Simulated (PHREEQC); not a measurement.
**Silver or lead bath: speciation**

Dissolve 0.019 mol/kgw Pb(NO3)2 and 0.0044 mol/kgw NaNO3 at 25 °C and 300 atm. Closed to the air; pH follows from the charge balance.

Model: ion-association model, phreeqc.dat, run in PHREEQC.

Each row changes one thing in this solution. Precipitation was switched off in this run.

| case | pH | ionic strength (mol/kgw) | NO3- (mol/kgw) |
|---|---|---|---|
| as made | 4.82 | 0.0525 | 0.0380 |
| NaNO3 replaced by KNO3 at the same molality | 4.82 | 0.0525 | 0.0380 |
| diluted 2-fold with water | 4.97 | 0.0277 | 0.0197 |
| Pb(NO3)2 left out | 6.94 | 0.00440 | 0.00440 |
| temperature from 25 to 60 °C | 4.82 | 0.0529 | 0.0382 |

Under pressure, the constants of complexes without a molar volume in the database are unreliable. Away from 25 °C the constants follow the database's enthalpies or fits; those with neither stay at their 25 °C values.
